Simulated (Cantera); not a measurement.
## Chlorosilane synthesis and conversion: Si + HCl + H2

Charge: 1 mol Si, 3.6 mol HCl, a varied amount of H2, equilibrated at 1 atm.

Equilibrium computed with Cantera from the NASA thermochemical tables; the gas is ideal and each condensed phase is pure. Candidate condensed phases: Si; 19 gas species. The tables' values for SiCl3 are old estimates. Equilibrium is a limit: real reactors are often held back by kinetics, nucleation or transport.

Stable condensed phases:

```
T in K \ n(H2) in mol
         0.53 0.84  1.3  2.1  3.3  5.3  8.3
   1675     A    A    A    A    A    A    B
   1575     A    A    A    A    A    A    B
   1475     A    A    A    A    B    B    B
   1375     B    B    B    B    B    B    B
   1275     B    B    B    B    B    B    B
   1175     B    B    B    B    B    B    B
   1075     B    B    B    B    B    B    B
    975     B    B    B    B    B    B    B
    875     B    B    B    B    B    B    A
    775     B    B    B    B    B    A    A
    675     B    B    B    B    B    A    A
```

A: gas only; B: Si.
